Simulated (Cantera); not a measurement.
Input (Python, Cantera) and output of one run.

```python
import numpy as np
import cantera as ct

gas_names = """
    CL CL2 H HCL H2 N NH NH2 NH3 N2 N2H2 N2H4 Si SiCL SiCL2 SiCL3 SiCL4 SiH SiHCL3 SiH2 SiH2CL2 SiH3
    SiH3CL SiH4 SiN Si2 Si2N Si3
""".split()
cond_names = """
    NH4CL(a) NH4CL(b) Si(cr) Si(L) Si3N4(a)
""".split()


# ... load() reads the species with a 1 bar reference pressure and builds the phases ...
atoms = {
    'SiHCl3': {'Si': 1, 'H': 1, 'CL': 3},
    'Cl2': {'CL': 2},
    'N2': {'N': 2},
}
top_T = {'Si3N4(a)': 2400}  # K; cautious upper limits of use, not melting points


# ... equilibrate(T, P, feed) seeds the gas with the atoms and calls Mixture.equilibrate('TP', solver="vcs", rtol=1e-11, max_steps=5000) ...
results = []
feed = {'SiHCl3': 1, 'Cl2': 0.93, 'N2': 12}  # mol
P = 1000  # Pa
for T in [850, 875, 900, 925, 950, 975, 1000, 1025, 1050, 1075, 1100]:
    mix = equilibrate(T, P, feed)
    results.append((T, P, feed, dict(zip(mix.species_names, mix.species_moles))))
    x = sorted(zip(gas.X, gas.species_names), reverse=True)
    print(f"T = {T:g} K  P = {P:g} Pa  gas = {mix.phase_moles(0):.4g} mol")
    print("   x: " + "  ".join(f"{s} {v:.3e}" for v, s in x if v > 0.001))
    print("   condensed (mol): " + ("  ".join(f"{mix.phase(i).name} {mix.phase_moles(i):.4g}"
          for i in range(1, mix.n_phases) if mix.phase_moles(i) > 1e-12) or "none"))
```

Result:

```
T = 850 K  P = 1000 Pa  gas = 13.93 mol
   x: N2 8.614e-01  SiCL4 7.178e-02  HCL 6.175e-02  H2 5.014e-03
   condensed (mol): none
T = 875 K  P = 1000 Pa  gas = 13.93 mol
   x: N2 8.614e-01  SiCL4 7.177e-02  HCL 6.175e-02  H2 5.010e-03
   condensed (mol): none
T = 900 K  P = 1000 Pa  gas = 13.93 mol
   x: N2 8.614e-01  SiCL4 7.167e-02  HCL 6.211e-02  H2 4.830e-03
   condensed (mol): Si3N4(a) 0.0004042
T = 925 K  P = 1000 Pa  gas = 13.93 mol
   x: N2 8.613e-01  SiCL4 7.155e-02  HCL 6.254e-02  H2 4.609e-03
   condensed (mol): Si3N4(a) 0.0008998
T = 950 K  P = 1000 Pa  gas = 13.93 mol
   x: N2 8.612e-01  SiCL4 7.144e-02  HCL 6.294e-02  H2 4.408e-03
   condensed (mol): Si3N4(a) 0.001341
T = 975 K  P = 1000 Pa  gas = 13.93 mol
   x: N2 8.611e-01  SiCL4 7.132e-02  HCL 6.330e-02  H2 4.225e-03
   condensed (mol): Si3N4(a) 0.001729
T = 1000 K  P = 1000 Pa  gas = 13.93 mol
   x: N2 8.610e-01  SiCL4 7.121e-02  HCL 6.362e-02  H2 4.058e-03
   condensed (mol): Si3N4(a) 0.002061
T = 1025 K  P = 1000 Pa  gas = 13.93 mol
   x: N2 8.609e-01  SiCL4 7.108e-02  HCL 6.392e-02  H2 3.905e-03
   condensed (mol): Si3N4(a) 0.002332
T = 1050 K  P = 1000 Pa  gas = 13.93 mol
   x: N2 8.608e-01  SiCL4 7.094e-02  HCL 6.419e-02  H2 3.765e-03
   condensed (mol): Si3N4(a) 0.00253
T = 1075 K  P = 1000 Pa  gas = 13.94 mol
   x: N2 8.607e-01  SiCL4 7.076e-02  HCL 6.444e-02  H2 3.636e-03
   condensed (mol): Si3N4(a) 0.002635
T = 1100 K  P = 1000 Pa  gas = 13.94 mol
   x: N2 8.606e-01  SiCL4 7.054e-02  HCL 6.466e-02  H2 3.518e-03
   condensed (mol): Si3N4(a) 0.002613
```

Cantera equilibrium calculation (NASA polynomials, part measured and part estimated; ideal gas, pure solids and liquids). N2 is the only nitrogen source here; it is nearly inert below about 1500 K, so the nitride shown seldom forms there in practice. The tables' values for SiCl3 are old estimates; treat these amounts as uncertain.
